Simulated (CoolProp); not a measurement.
Computed with CoolProp (reference Helmholtz-energy equation of state, Lemmon 2006). It is a short technical equation, of lower accuracy than the large ones.

Problem. For neopentane, give the phase and the density (kg/m³), fugacity coefficient at 499.1 K and 924 kPa; 516.1 K and 924 kPa; 533 K and 924 kPa.

Solution. 
- 499.1 K and 924 kPa: gas; density 17.2, fugacity coefficient 0.939
- 516.1 K and 924 kPa: gas; density 16.5, fugacity coefficient 0.946
- 533 K and 924 kPa: gas; density 15.8, fugacity coefficient 0.951
